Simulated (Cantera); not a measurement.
Input (Python, Cantera) and output of one run.

```python
import numpy as np
import cantera as ct

gas_names = """
    C CN CO CO2 C2 CCN CNC C2N2 C2O C3 C3O2 C4 C4N2 C5 N NCO NO NO2 NO3 N2 N2O O O2 O3 Si SiC SiC2 SiN
    SiO SiO2 Si2 Si2C Si2N Si3
""".split()
cond_names = """
    C(gr) Si(cr) Si(L) SiC(b) SiO2(Lqz) SiO2(hqz) SiO2(L) Si2N2O(s) Si3N4(a)
""".split()


# ... load() reads the species with a 1 bar reference pressure and builds the phases ...
atoms = {
    'SiC': {'Si': 1, 'C': 1},
    'N2O': {'N': 2, 'O': 1},
    'N2': {'N': 2},
}
top_T = {'C(gr)': 4500, 'SiC(b)': 3050, 'Si2N2O(s)': 2100, 'Si3N4(a)': 2400}  # K; cautious upper limits of use, not melting points


# ... equilibrate(T, P, feed) seeds the gas with the atoms and calls Mixture.equilibrate('TP', solver="vcs", rtol=1e-11, max_steps=5000) ...
results = []
feed = {'SiC': 1, 'N2O': 0.84, 'N2': 1.4}  # mol
P = 100000  # Pa
for T in [1098, 1198, 1298, 1398, 1498, 1598, 1698, 1798, 1898, 1998, 2098]:
    mix = equilibrate(T, P, feed)
    results.append((T, P, feed, dict(zip(mix.species_names, mix.species_moles))))
    x = sorted(zip(gas.X, gas.species_names), reverse=True)
    print(f"T = {T:g} K  P = {P:g} Pa  gas = {mix.phase_moles(0):.4g} mol")
    print("   x: " + "  ".join(f"{s} {v:.3e}" for v, s in x if v > 1e-05))
    print("   condensed (mol): " + ("  ".join(f"{mix.phase(i).name} {mix.phase_moles(i):.4g}"
          for i in range(1, mix.n_phases) if mix.phase_moles(i) > 1e-12) or "none"))
```

Output:

```
T = 1098 K  P = 100000 Pa  gas = 1.856 mol
   x: N2 9.975e-01  CO 2.545e-03
   condensed (mol): C(gr) 0.9953  SiO2(hqz) 0.2235  Si2N2O(s) 0.3882
T = 1198 K  P = 100000 Pa  gas = 1.869 mol
   x: N2 9.872e-01  CO 1.280e-02
   condensed (mol): C(gr) 0.9761  SiO2(hqz) 0.2107  Si2N2O(s) 0.3946
T = 1298 K  P = 100000 Pa  gas = 1.917 mol
   x: N2 9.505e-01  CO 4.944e-02  CO2 1.295e-05
   condensed (mol): C(gr) 0.9052  SiO2(hqz) 0.1635  Si2N2O(s) 0.4183
T = 1398 K  P = 100000 Pa  gas = 2.063 mol
   x: N2 8.475e-01  CO 1.525e-01  CO2 4.072e-05
   condensed (mol): C(gr) 0.6853  SiO2(hqz) 0.01682  Si2N2O(s) 0.4916
T = 1498 K  P = 100000 Pa  gas = 2.08 mol
   x: N2 8.366e-01  CO 1.634e-01  CO2 1.804e-05
   condensed (mol): C(gr) 0.66  Si2N2O(s) 0.5
T = 1598 K  P = 100000 Pa  gas = 2.08 mol
   x: N2 8.365e-01  CO 1.634e-01  SiO 1.121e-05
   condensed (mol): C(gr) 0.66  Si2N2O(s) 0.5
T = 1698 K  P = 100000 Pa  gas = 2.08 mol
   x: N2 8.365e-01  CO 1.634e-01  SiO 6.953e-05
   condensed (mol): C(gr) 0.6601  Si2N2O(s) 0.4999
T = 1798 K  P = 100000 Pa  gas = 2.081 mol
   x: N2 8.364e-01  CO 1.632e-01  SiO 3.497e-04
   condensed (mol): C(gr) 0.6604  Si2N2O(s) 0.4996
T = 1898 K  P = 100000 Pa  gas = 2.526 mol
   x: N2 7.771e-01  CO 2.211e-01  SiO 1.846e-03
   condensed (mol): SiC(b) 0.4416  Si2N2O(s) 0.2769
T = 1998 K  P = 100000 Pa  gas = 2.552 mol
   x: N2 7.743e-01  CO 2.163e-01  SiO 9.458e-03
   condensed (mol): SiC(b) 0.448  Si2N2O(s) 0.2639
T = 2098 K  P = 100000 Pa  gas = 2.664 mol
   x: N2 7.627e-01  CO 1.967e-01  SiO 4.051e-02  Si 4.269e-05
   condensed (mol): SiC(b) 0.4759  Si2N2O(s) 0.208
```

These are equilibrium values from Cantera (NASA tables, ideal gas, pure condensed phases), not measurements of a reactor. Mutual solubility and eutectic melting of coexisting phases are not modelled. The tables hold silica as quartz up to 1696 K and as liquid above; real silica turns to tridymite and cristobalite and melts near 1996 K.
